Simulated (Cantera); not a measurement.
**Adiabatic ignition**

An adiabatic, constant-pressure homogeneous reactor starts with 11.7 % CH₄, 7.25 % H₂, 16.8 % O₂, 64.2 % N₂, at 1800 K and 4.54 atm.

Computed with Cantera and GRI-Mech 3.0 (53 species, 325 reactions).

```json
[
 {"t (s)": "9.00e-6", "T (K)": "1845", "x CH₄": "0.104", "x H₂": "0.0718", "x O₂": "0.160", "x HCN": "2.13e-9", "x OH": "0.000111"},
 {"t (s)": "1.84e-5", "T (K)": "2878", "x CH₄": "3.90e-11", "x H₂": "0.0981", "x O₂": "0.00153", "x HCN": "8.11e-6", "x OH": "0.0133"},
 {"t (s)": "3.76e-5", "T (K)": "2941", "x CH₄": "6.01e-12", "x H₂": "0.0990", "x O₂": "0.00100", "x HCN": "3.00e-8", "x OH": "0.0113"},
 {"t (s)": "7.69e-5", "T (K)": "2950", "x CH₄": "7.22e-12", "x H₂": "0.0994", "x O₂": "0.000897", "x HCN": "5.29e-8", "x OH": "0.0108"},
 {"t (s)": "0.000157", "T (K)": "2948", "x CH₄": "7.43e-12", "x H₂": "0.0998", "x O₂": "0.000868", "x HCN": "8.04e-8", "x OH": "0.0106"},
 {"t (s)": "0.000321", "T (K)": "2945", "x CH₄": "7.62e-12", "x H₂": "0.100", "x O₂": "0.000842", "x HCN": "1.09e-7", "x OH": "0.0105"},
 {"t (s)": "0.000656", "T (K)": "2944", "x CH₄": "7.70e-12", "x H₂": "0.100", "x O₂": "0.000830", "x HCN": "1.21e-7", "x OH": "0.0104"},
 {"t (s)": "0.00134", "T (K)": "2944", "x CH₄": "7.70e-12", "x H₂": "0.100", "x O₂": "0.000830", "x HCN": "1.22e-7", "x OH": "0.0104"},
 {"t (s)": "0.00274", "T (K)": "2944", "x CH₄": "7.70e-12", "x H₂": "0.100", "x O₂": "0.000830", "x HCN": "1.22e-7", "x OH": "0.0104"},
 {"t (s)": "0.00561", "T (K)": "2944", "x CH₄": "7.70e-12", "x H₂": "0.100", "x O₂": "0.000830", "x HCN": "1.22e-7", "x OH": "0.0104"},
 {"t (s)": "0.0115", "T (K)": "2944", "x CH₄": "7.70e-12", "x H₂": "0.100", "x O₂": "0.000830", "x HCN": "1.22e-7", "x OH": "0.0104"},
 {"t (s)": "0.0234", "T (K)": "2944", "x CH₄": "7.70e-12", "x H₂": "0.100", "x O₂": "0.000830", "x HCN": "1.22e-7", "x OH": "0.0104"},
 {"t (s)": "0.0479", "T (K)": "2944", "x CH₄": "7.70e-12", "x H₂": "0.100", "x O₂": "0.000830", "x HCN": "1.22e-7", "x OH": "0.0104"},
 {"t (s)": "0.0978", "T (K)": "2944", "x CH₄": "7.70e-12", "x H₂": "0.100", "x O₂": "0.000830", "x HCN": "1.22e-7", "x OH": "0.0104"},
 {"t (s)": "0.200", "T (K)": "2944", "x CH₄": "7.70e-12", "x H₂": "0.100", "x O₂": "0.000830", "x HCN": "1.22e-7", "x OH": "0.0104"}
]
```
x: mole fraction; the columns are a selection and need not sum to one.

| Property | Value |
|---|---|
| time of steepest temperature rise | 15.0 µs |
| temperature at 0.200 s | 2944 K |
| equilibrium temperature | 2944 K |
| x(CH₄) at 0.200 s | 7.70e-12 (gas-phase equilibrium 8.90e-12) |
| x(H₂) at 0.200 s | 0.100 (gas-phase equilibrium 0.100) |
| x(O₂) at 0.200 s | 0.000830 (gas-phase equilibrium 0.000830) |
